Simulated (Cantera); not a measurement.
A closed system holds: 1 mol Ta2O5, 570 mol H2, 4.8 mol H2O, at 1973.15 K.

These are equilibrium values from Cantera (NASA tables, ideal gas, pure condensed phases), not measurements of a reactor. Candidate condensed phases: H2O, Ta, Ta2O5; 12 gas species. Equilibrium is a limit: real reactors are often held back by kinetics, nucleation or transport.

x: gas mole fraction; n: condensed amount in mol.

```csv
P (Pa),x H2,x H,x H2O,x TaO2,x OH,n Ta2O5(s)
10,0.863,0.125,0.00907,0.00258,0.000125,0.185
68,0.941,0.0502,0.00832,0.000413,4.22e-5,0.874
460,0.972,0.0196,0.00829,6.22e-5,1.59e-5,0.981
3200,0.984,[?],0.00832,[?],[?],0.997
22000,0.989,0.00286,0.00834,1.31e-6,2.29e-6,1.000
150000,0.991,[?],0.00835,[?],[?],1.000
1000000,0.991,0.000425,0.00835,2.88e-8,3.40e-7,1.000
```

**Question.** Complete the blanks.

**Answer.** 
- 150000, x H: 0.00110
- 150000, x TaO2: 1.92e-7
- 150000, x OH: 8.78e-7
- 3200, x H: 0.00749
- 3200, x TaO2: 8.97e-6
- 3200, x OH: 6.01e-6
